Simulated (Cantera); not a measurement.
**Premixed flame**

A freely propagating, adiabatic, planar premixed flame of H2 : O2 : N2 = 1 : 0.455 : 1.71 (molar parts), unburnt at 473 K and 375 Torr; mixture-averaged transport, grid criteria slope 0.08 and curve 0.16, no radiation.

Computed with Cantera and the H2/O2 subset of GRI-Mech 3.0, which has no nitrogen chemistry. Burning velocities carry a grid error of a few per cent, more on coarse grids.

```
z (mm)  T (K)  u (m/s)    x H2     x O2       x O     x HO2      x H   x H2O2
------  -----  -------  ------  -------  --------  --------  -------  -------
-3.21     473     4.98   0.316    0.144     <1e-8     <1e-8    <1e-8    <1e-8
-2.14     473     4.98   0.316    0.144     <1e-8     <1e-8    <1e-8    <1e-8
-1.60     473     4.98   0.316    0.144     <1e-8     <1e-8    <1e-8    <1e-8
-1.07     473     4.98   0.316    0.144     <1e-8   2.74e-8    <1e-8    <1e-8
-0.534    478     5.02   0.314    0.144   1.68e-6   9.42e-5  2.52e-5  1.66e-6
-0.267    678     6.97   0.285    0.140  0.000174  0.000152  0.00497  2.28e-5
0        1154     11.4   0.169   0.0991   0.00535   5.16e-5   0.0441  2.68e-6
0.267    1474     14.4  0.0729   0.0379    0.0116   1.77e-5   0.0719  2.09e-6
0.534    1614     15.7  0.0584   0.0248    0.0120   1.03e-5   0.0678  1.35e-6
1.07     1764     17.0  0.0582   0.0205    0.0107   7.23e-6   0.0551  7.27e-7
2.14     1923     18.3  0.0579   0.0170   0.00863   5.05e-6   0.0416  3.79e-7
4.27     2078     19.5  0.0556   0.0133   0.00630   3.39e-6   0.0294  2.15e-7
8.55     2222     20.6  0.0514  0.00974   0.00410   2.23e-6   0.0194  1.39e-7
```
x: mole fraction of selected species; z is measured from the peak of heat release.

* **laminar burning velocity**: 498 cm/s
* **thermal thickness**: 1.07 mm
* **peak x(O)**: 0.0121
* **peak x(HO2)**: 0.000240
* **peak x(H)**: 0.0723
* **peak x(H2O2)**: 2.36e-5
